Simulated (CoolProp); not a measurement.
Vapour-liquid equilibrium of R152A (1) + n-butane (2) at 344 kPa; x and y are mole fractions of (1).

The numbers come from the multi-fluid Helmholtz-energy mixture model, Outcalt 1996 and Bücker 2006; pair parameters Bell 2016 in CoolProp.

```tsv
x	bubble temperature, mixture model (°C)	bubble temperature, Raoult's law (°C)	y, mixture model	y, Raoult's law
0.05	27.0	34.2	0.263	0.113
0.2	13.8	28.0	…	0.379
0.35	9.5	22.9	0.649	0.570
0.5	…	18.5	…	0.712
0.65	…	14.8	…	0.822
0.8	6.1	11.4	…	0.909
0.95	6.8	8.5	0.930	0.980
```

Task: Complete the blanks.

Result: 
- 0.2, y, mixture model: 0.559
- 0.5, bubble temperature, mixture model (°C): 7.6
- 0.5, y, mixture model: 0.697
- 0.65, bubble temperature, mixture model (°C): 6.6
- 0.65, y, mixture model: 0.741
- 0.8, y, mixture model: 0.806

The largest gap from Raoult's law is -14.2 K in bubble temperature, at x = 0.2. y crosses x between x = 0.8 and 0.95: the model has an azeotrope there.

The pair parameters rest on a limited set of measurements; away from them the model extrapolates. With so large a gap from Raoult's law the liquid may split in two, which this calculation doesn't test in full.
